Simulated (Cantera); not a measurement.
Input (Python, Cantera):

```python
import numpy as np
import cantera as ct

gas = ct.Solution("gri30.yaml")
gas.TPX = 1525, 2800000, {'CH4': 1, 'CO': 0.8, 'O2': 1.25, 'N2': 4.7}
reactor = ct.IdealGasReactor(gas, energy="on", clone=False)
net = ct.ReactorNet([reactor])
net.rtol, net.atol = 1e-08, 1e-16
show = ['CH4', 'CO', 'O2', 'CH2CO', 'C2H2', 'OH']
times = np.geomspace(1e-06, 0.2, 11)

steps = ct.SolutionArray(gas, extra=["t"])
rows = []
print(f"{'t/s':>10s}{'T/K':>9s}{'P/Pa':>11s}" + "".join(f"{s:>11s}" for s in show))
for t in times:
    while net.time < t:
        t_next = net.step()
        steps.append(gas.state, t=t_next)
    rows.append([np.interp(t, steps.t, y) for y in (steps.T, steps.P, *steps(*show).X.T)])
    print(f"{t:10.3e}{rows[-1][0]:9.1f}{rows[-1][1]:11.4g}" + "".join(f"{x:11.3e}" for x in rows[-1][2:]))
rate = np.gradient(steps.T, steps.t)
print("integrator steps:", len(steps.t))
if steps.T.max() > steps.T[0] + 200:
    print(f"time of steepest temperature rise: {steps.t[rate.argmax()]:.4e} s")
gas.TPX = 1525, 2800000, {'CH4': 1, 'CO': 0.8, 'O2': 1.25, 'N2': 4.7}
gas.equilibrate("UV")
print(f"equilibrium (UV): T = {gas.T:.1f} K  " + "  ".join(f"{s} {gas[s].X[0]:.3e}" for s in show))
```

Result:

```
       t/s      T/K       P/Pa        CH4         CO         O2      CH2CO       C2H2         OH
 1.000e-06   1525.0    2.8e+06  1.290e-01  1.032e-01  1.613e-01  4.450e-10  3.120e-14  4.932e-08
 3.389e-06   1525.1    2.8e+06  1.290e-01  1.032e-01  1.613e-01  6.925e-09  8.199e-12  1.085e-07
 1.149e-05   1526.5  2.803e+06  1.287e-01  1.032e-01  1.611e-01  9.628e-08  1.823e-09  2.456e-07
 3.893e-05   1539.2  2.825e+06  1.266e-01  1.030e-01  1.598e-01  1.443e-06  1.512e-07  5.767e-07
 1.320e-04   3021.9  6.119e+06  2.192e-09  1.758e-01  8.336e-05  3.236e-11  2.125e-11  3.284e-03
 4.472e-04   3021.3  6.118e+06  2.203e-09  1.758e-01  8.297e-05  3.250e-11  2.135e-11  3.276e-03
 1.516e-03   3021.3  6.118e+06  2.203e-09  1.758e-01  8.297e-05  3.250e-11  2.135e-11  3.276e-03
 5.137e-03   3021.3  6.118e+06  2.203e-09  1.758e-01  8.297e-05  3.250e-11  2.135e-11  3.276e-03
 1.741e-02   3021.3  6.118e+06  2.203e-09  1.758e-01  8.297e-05  3.250e-11  2.135e-11  3.276e-03
 5.901e-02   3021.3  6.118e+06  2.203e-09  1.758e-01  8.297e-05  3.250e-11  2.135e-11  3.276e-03
 2.000e-01   3021.3  6.118e+06  2.203e-09  1.758e-01  8.297e-05  3.250e-11  2.135e-11  3.276e-03
integrator steps: 2037
time of steepest temperature rise: 9.7308e-05 s
equilibrium (UV): T = 3021.3 K  CH4 2.450e-09  CO 1.758e-01  O2 8.297e-05  CH2CO 3.518e-11  C2H2 2.308e-11  OH 3.276e-03
```

Computed with Cantera and GRI-Mech 3.0 (53 species, 325 reactions). The pressure lies above the range GRI-Mech 3.0 was tuned for (to about 10 atm). Above 3000 K some thermodynamic fits are extrapolated.
